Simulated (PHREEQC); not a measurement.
A made-up water analysis in mg/kgw, 50 °C, pH 6.68: Na 3940; K 10.2; Ca 1290; Mg 620; Cl 9050; S(6) as SO4 1640; Alkalinity as HCO3 0.568; Li 26.4.

Cl is adjusted to close the charge balance.
Valence states are taken as typed.

Model: Pitzer model, pitzer.dat, run in PHREEQC.

Each row changes one thing in this solution. No solid was allowed to form.

```csv
case,ionic strength (mol/kgw),HCO3- (mol/kgw),CO2 (mol/kgw),MgOH+ (mol/kgw),HSO4- (mol/kgw),CO3-2 (mol/kgw)
as made,0.366,8.77e-6,2.30e-6,4.03e-7,1.18e-7,1.61e-8
pH from 6.68 to 7.18 at the same alkalinity,0.366,6.53e-6,5.40e-7,1.27e-6,3.74e-8,3.78e-8
Mg from 620 to 310 mg/kgw,0.327,9.01e-6,2.45e-6,2.05e-7,1.28e-7,1.49e-8
pH from 6.68 to 5.68 at the same alkalinity,0.366,1.32e-5,3.45e-5,4.03e-8,1.18e-6,2.42e-9
temperature from 50 to 15 °C at the same typed pH,0.366,9.53e-6,3.55e-6,2.36e-8,4.73e-8,9.37e-9
```

Away from 25 °C the constants follow the database's enthalpies or fits; those with neither stay at their 25 °C values.
